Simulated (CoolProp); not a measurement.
Vapour-liquid equilibrium of carbon dioxide (1) + dimethyl ether (2) at -50.75 °C; x and y are mole fractions of (1).

Values from CoolProp's multi-fluid Helmholtz-energy mixture model, Span 1996 and Wu 2011; pair parameters Bell 2016.

Give the bubble pressure and the first vapour's composition at x = 0.05, 0.65, 0.75. Is there an azeotrope?

x = 0.05: 0.04769 MPa, y = 0.437; x = 0.65: 0.4026 MPa, y = 0.976; x = 0.75: 0.4771 MPa, y = 0.986. No azeotrope shows between x = 0.05 and 0.95.

The pair parameters rest on a limited set of measurements; away from them the model extrapolates.
